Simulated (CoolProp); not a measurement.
Vapour-liquid equilibrium of n-butane (1) + cis-2-butene (2) at 314.7 K; x and y are mole fractions of (1).

The numbers come from the multi-fluid Helmholtz-energy mixture model, Bücker 2006 and Lemmon 2005; pair parameters Bell 2016 in CoolProp.

| x | bubble pressure, mixture model (MPa) | bubble pressure, Raoult's law (MPa) | y, mixture model | y, Raoult's law |
|---|---|---|---|---|
| 0.05 | 0.3568 | 0.3551 | 0.059 | 0.056 |
| 0.15 | 0.3637 | 0.3593 | 0.170 | 0.165 |
| 0.25 | 0.3695 | 0.3635 | 0.275 | 0.272 |
| 0.35 | 0.3746 | 0.3677 | 0.376 | 0.376 |
| 0.45 | 0.3789 | 0.3719 | 0.474 | 0.478 |
| 0.55 | 0.3827 | 0.3762 | 0.571 | 0.578 |
| 0.65 | 0.3861 | 0.3804 | 0.667 | 0.675 |
| 0.75 | 0.3890 | 0.3846 | 0.762 | 0.771 |
| 0.85 | 0.3916 | 0.3888 | 0.857 | 0.864 |
| 0.95 | 0.3940 | 0.3930 | 0.952 | 0.955 |

The largest gap from Raoult's law is +1.9 % in bubble pressure, at x = 0.45. No azeotrope shows between x = 0.05 and 0.95.

Pair parameters are fitted to limited data, so mixtures are less certain than the pure fluids.
